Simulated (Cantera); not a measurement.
## Sublimation and decomposition of ceramics: BN + H₂

Input: 1 mol BN, a varied amount of H₂, at 72.0 Pa.

These are equilibrium values from Cantera (NASA tables, ideal gas, pure condensed phases), not measurements of a reactor. Candidate condensed phases: B, BN; 15 gas species. Mutual solubility and eutectic melting of coexisting phases are not modelled. Rates play no part.

Stable condensed phases:

```
T in K \ n(H₂) in mol
         0.16 0.21 0.26 0.33 0.42 0.54 0.68
   2648     A    A    A    A    B    B    B
   2548     A    A    A    A    A    A    A
   2448     A    A    A    A    A    A    A
   2348     A    A    A    A    A    A    A
   2248     A    A    A    A    A    A    A
   2148     A    A    A    A    A    A    A
   2048     C    C    C    C    C    C    C
   1948     C    C    C    C    C    C    C
   1848     C    C    C    C    C    C    C
   1748     C    C    C    C    C    C    C
   1648     D    C    C    C    C    C    C
   1548     D    D    D    D    D    D    D
```

A: B; B: gas only; C: B + BN; D: BN.
